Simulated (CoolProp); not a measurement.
Propane along the isotherm 620 K: fugacity coefficient from the reference equation and from simpler models built on Tc = 369.9 K, pc = 4.251 MPa, ω = 0.152; each cubic takes its own stable root.

The numbers come from the reference Helmholtz-energy equation of state, Lemmon 2009 in CoolProp.

| p (MPa) | phase | reference |
|---|---|---|
| 0.818 | gas | 0.9901 |
| 1.64 | gas | 0.9805 |
| 2.45 | gas | 0.9712 |
| 3.27 | gas | 0.9621 |
| 4.09 | gas | 0.9532 |
| 4.91 | supercritical | 0.9447 |
| 5.72 | supercritical | 0.9365 |
| 6.54 | supercritical | 0.9285 |
| 7.36 | supercritical | 0.9207 |
| 8.18 | supercritical | 0.9133 |
| 8.99 | supercritical | 0.9063 |
| 9.81 | supercritical | 0.8995 |
| 10.6 | supercritical | 0.8932 |

Problem. How far does each simpler model (van der Waals, Redlich-Kwong, Soave-Redlich-Kwong, Peng-Robinson) lie from the reference over these 13 states: mean and median of the absolute difference, and the worst?

Solution. 
- van der Waals: mean 3.5 %, median 3.5 %, worst -6.6 % at 620 K and 10.6 MPa
- Redlich-Kwong: mean 1.8 %, median 1.8 %, worst -3.1 % at 620 K and 10.6 MPa
- Soave-Redlich-Kwong: mean 1.4 %, median 1.3 %, worst +2.7 % at 620 K and 10.6 MPa
- Peng-Robinson: mean 1.1 %, median 1.2 %, worst -1.6 % at 620 K and 10.6 MPa
